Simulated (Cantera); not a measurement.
Charge: 1 mol ZrO2, 95 mol H2, 0.44 mol H2O, equilibrated at 12.0 Pa.

Cantera equilibrium calculation (NASA polynomials, part measured and part estimated; ideal gas, pure solids and liquids). Candidate condensed phases: H2O, Zr, ZrO2; 12 gas species. Equilibrium is a limit: real reactors are often held back by kinetics, nucleation or transport.

At 1923 K, list the 4 most abundant gas species with their mole fractions, and the condensed phases.

H2 0.913, H 0.0822, H2O 0.00438, OH 3.40e-5. Condensed: ZrO2(tetragonal).
